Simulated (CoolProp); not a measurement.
The fluid at 298.15 K and 0.145 MPa is compressed adiabatically to 1.07 MPa with isentropic efficiency 1. The same conditions are run with several fluids, on thermodynamics alone (safety and materials aside).

The numbers come from the reference Helmholtz-energy equation of state of each fluid (sulfur dioxide: Gao 2016; C2F6 (R116): Lemmon 2006; n-butane: Bücker 2006; R1132(E): Akasaka 2024) in CoolProp.

Task: Rank sulfur dioxide, C2F6 (R116), n-butane, R1132(E) by work (kJ/kg), highest first.

Result: sulfur dioxide (92.3), R1132(E) (86.1), n-butane (83.8), C2F6 (R116) (37.6)

```
fluid           final temperature (K)  final density (kg/m³)
--------------  ---------------------  ---------------------
sulfur dioxide                  445.2                   19.4
C2F6 (R116)                     349.7                   54.3
n-butane                        359.7                   26.0
R1132(E)                        389.6                   22.3
```
